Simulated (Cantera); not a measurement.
An adiabatic, constant-volume homogeneous reactor starts with CO : H2 : O2 : N2 = 1 : 0.39 : 1.1 : 4.15 (molar parts), equivalence ratio 0.63, at 975 K and 750 Torr.

Cantera simulation using GRI-Mech 3.0 (53 species, 325 reactions); the numbers are that mechanism's predictions, not measurements.

Q: Predict: time of steepest temperature rise; temperature at 6.00 s; equilibrium temperature; x(CO) at 6.00 s; x(H2) at 6.00 s; x(O2) at 6.00 s; x(HO2) at 6.00 s; x(H2O2) at 6.00 s; x(N2O) at 6.00 s.

A: 
```json
{
 "time_of_steepest_temperature_rise": "0.737 ms",
 "temperature at 6.00 s": "2608 K",
 "equilibrium_temperature": "2608 K",
 "x(CO) at 6.00 s": "0.0225 (gas-phase equilibrium 0.0225)",
 "x(H2) at 6.00 s": "0.00141 (gas-phase equilibrium 0.00141)",
 "x(O2) at 6.00 s": "0.0676 (gas-phase equilibrium 0.0676)",
 "x(HO2) at 6.00 s": "7.60e-6 (gas-phase equilibrium 7.60e-6)",
 "x(H2O2) at 6.00 s": "2.07e-7 (gas-phase equilibrium 2.07e-7)",
 "x(N2O) at 6.00 s": "1.17e-6 (gas-phase equilibrium 1.17e-6)"
}
```
